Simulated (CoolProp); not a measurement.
Properties of sulfur dioxide along the isobar 52.5 bar.

Computed with CoolProp (reference Helmholtz-energy equation of state, Gao 2016).

```tsv
T (K)	phase	cp (kJ/(kg K))	expansivity (1/kK)
224.8	liquid	1.360	1.584
242.3	liquid	1.353	1.641
259.7	liquid	1.352	1.718
277.1	liquid	?	?
294.5	liquid	1.373	1.956
311.9	liquid	?	2.139
329.4	liquid	?	?
346.8	liquid	1.484	2.766
364.2	liquid	1.567	3.347
```

**Question.** Complete the blanks.

**Answer.** 
- 277.1, cp (kJ/(kg K)): 1.359
- 277.1, expansivity (1/kK): 1.820
- 311.9, cp (kJ/(kg K)): 1.396
- 329.4, cp (kJ/(kg K)): 1.431
- 329.4, expansivity (1/kK): 2.396
